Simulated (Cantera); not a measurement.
Cantera with NASA thermochemical tables; ideal gases at 1 bar, condensed phases pure. Values are per mole of reaction as written; species without (g) are pure solids or liquids, kept so even where they would boil at 1 bar.

2 NO2(g) ⇌ N2(g) + 2 O2(g), with ΔH° = -68.4 kJ and ΔS° = 121.6 J/K at 300 K.

How far is the shortcut ΔG° ≈ ΔH°(300 K) − T·ΔS°(300 K) from the full temperature-dependent value at 1348, 1373, 1398, 1423, 1448, 1473, 1498, 1523, 1548, 1573, 1598 K?


```
T (K)  shortcut (kJ)  full (kJ)  difference (kJ)  difference in log10 K
-----  -------------  ---------  ---------------  ---------------------
1348          -232.3     -236.8              4.4                  -0.17
1373          -235.4     -239.9              4.5                  -0.17
1398          -238.4     -243.0              4.6                  -0.17
1423          -241.5     -246.1              4.7                  -0.17
1448          -244.5     -249.2              4.7                  -0.17
1473          -247.5     -252.4              4.8                  -0.17
1498          -250.6     -255.5              4.9                  -0.17
1523          -253.6     -258.6              5.0                  -0.17
1548          -256.7     -261.7              5.0                  -0.17
1573          -259.7     -264.8              5.1                  -0.17
1598          -262.8     -267.9              5.1                  -0.17
```
The shortcut ignores the heat-capacity change of the reaction.
